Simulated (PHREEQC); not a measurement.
Solution A (0.0065 mol/kgw MnCl2, 0.00034 mol/kgw NaNO3 and 0.00026 mol/kgw HNO3) is mixed with solution B (0.012 mol/kgw H3AsO4) at 10 °C; shares are by mass of water, 1 kg in all. The system is closed to oxygen. CO2 from the air is kept out. The run lets Pyrochroite, Mn3(AsO4)2:8H2O, Halite precipitate or redissolve, and no other solid.

Equilibrium calculation in PHREEQC: ion-association model, wateq4f.dat.

| share of solution B | pH | H2AsO4- (mol/kgw) | H3AsO4 (mol/kgw) |
|---|---|---|---|
| 0 | 3.63 | 0 | 0 |
| 0.1 | 2.95 | 0.00103 | ? |
| 0.2 | 2.73 | ? | 0.000526 |
| 0.3 | 2.60 | 0.00261 | 0.000989 |
| 0.4 | 2.51 | 0.00327 | 0.00153 |
| 0.5 | ? | 0.00387 | 0.00213 |
| 0.6 | ? | 0.00442 | 0.00278 |
| 0.7 | 2.34 | 0.00493 | 0.00347 |
| 0.8 | 2.30 | 0.00540 | 0.00420 |
| 0.9 | 2.27 | 0.00585 | 0.00495 |
| 1 | 2.24 | 0.00626 | 0.00574 |

Task: What belongs in the gaps?

Result: 
- 0.1, H3AsO4 (mol/kgw): 0.000173
- 0.2, H2AsO4- (mol/kgw): 0.00187
- 0.5, pH: 2.44
- 0.6, pH: 2.39

Away from 25 °C the constants follow the database's enthalpies or fits; those with neither stay at their 25 °C values. The database has no arsenate complexes of Mn.
